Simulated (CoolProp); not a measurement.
A simple Rankine cycle with dimethyl carbonate: condensing at 310.15 K, boiler at 2.71 MPa, turbine inlet 599 K, turbine efficiency 0.65, pump efficiency 0.7, no recuperator. Each further row changes one setting.

Values from CoolProp's reference Helmholtz-energy equation of state, Zhou 2011.

| case | thermal efficiency (%) | net work (kJ/kg) | heat in (kJ/kg) | turbine exit temperature (K) | volume ratio over the turbine |
|---|---|---|---|---|---|
| as stated | 18.6 | 154 | 827 | 491.5 | 203 |
| condensing temperature 302.15 K | 19.5 | 164 | 841 | 485.4 | 295 |
| boiler pressure 1.9 MPa | 17.8 | 149 | 838 | 501.7 | 137 |
| turbine efficiency 0.55 | 15.7 | 130 | 827 | 506.0 | 209 |
